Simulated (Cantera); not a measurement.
## Transport properties of process gases

Gas mixture: 50.0 % C2H4, 39.7 % CH3OH, 10.3 % C2H2, at 0.148 atm, frozen composition.

Cantera's kinetic-theory transport with the Lennard-Jones parameters of GRI-Mech 3.0, ideal gas; thermal conductivity in the multicomponent form. Polar gases are described roughly by these parameters. The composition is frozen, though it would react at the higher temperatures.

```csv
T (K),ρ (kg/m³),cp (J/kg/K),μ (µPa s),λ (mW/m/K),Pr,D (cm²/s) NO,D (cm²/s) H2O,D (cm²/s) NH3
400,0.133,1764,13.3,31.5,0.742,1.79,1.91,1.85
550,0.0965,2189,17.9,52.6,0.744,3.18,3.59,3.45
700,0.0758,2541,22.1,75.3,0.745,4.85,5.71,5.46
850,0.0625,2805,26.0,97.6,0.746,6.78,8.21,7.83
1000,0.0531,3046,29.5,120,0.747,8.95,11.1,10.5
1150,0.0462,3233,32.9,142,0.747,11.3,14.2,13.5
1300,0.0408,3390,36.0,163,0.746,13.9,17.7,16.8
1450,0.0366,3520,39.0,184,0.746,16.7,21.5,20.3
1600,0.0332,3628,41.8,203,0.746,19.7,25.5,24.1
```
D: mixture-averaged diffusion coefficient of that species in the mixture.
